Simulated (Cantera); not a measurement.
Feed: 1 mol Pb, 0.29 mol CO, 1.3 mol H₂O, at 0.100 bar.

Cantera equilibrium calculation (NASA polynomials, part measured and part estimated; ideal gas, pure solids and liquids). Candidate condensed phases: C, C₆H₆, C₇H₈, C₈H₁₈, H₂O, Pb, PbO, PbO₂, Pb₃O₄; 113 gas species. Gases not in the tables: (PbO)n polymers. Equilibrium is a limit: real reactors are often held back by kinetics, nucleation or transport.

Problem. Which condensed phases are stable at each of these points (T (K)): 700, 800, 900, 1000, 1100, 1200, 1300, 1400, 1500, 1600, 1700, 1800, 1900, 2000?

Solution. 
| T (K) | condensed phases | Pb condensed (%) |
|---|---|---|
| 700 | Pb(l) | 100.0 |
| 800 | Pb(l) | 100.0 |
| 900 | Pb(l) | 100.0 |
| 1000 | Pb(l) | 100.0 |
| 1100 | Pb(l) | 99.8 |
| 1200 | Pb(l) | 99.0 |
| 1300 | Pb(l) | 95.7 |
| 1400 | Pb(l) | 84.8 |
| 1500 | Pb(l) | 48.1 |
| 1600 | gas only | 0.0 |
| 1700 | gas only | 0.0 |
| 1800 | gas only | 0.0 |
| 1900 | gas only | 0.0 |
| 2000 | gas only | 0.0 |

From 700 K to 1500 K the condensed part is Pb(l). From 1600 K to 2000 K nothing is condensed.
